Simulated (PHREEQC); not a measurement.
Model water analysis in mg/L, 25 °C, pH 1.82, pe 10.1:

```
constituent   mg/L
-----------  -----
Na            35.4
K            0.914
Ca             756
Mg            81.5
Cl             368
S(6) as SO4   3150
Mn(2)         19.3
Cd           0.592
```

Cl is adjusted to close the charge balance.
Valence states are taken as typed.

Equilibrium calculation in PHREEQC: ion-association model, wateq4f.dat.

Problem. The ionic strength comes out as 0.0791 mol/kgw. What activity coefficients do Cl-, MnCl+, HSO4-, Ca+2, K+ get?

Solution. Cl- 0.78, MnCl+ 0.80, HSO4- 0.79, Ca+2 0.42, K+ 0.78.

This is a speciation only: nothing precipitates in the calculation. Saturation is exceeded, for instance for Gypsum; the values hold only as long as no solid forms.
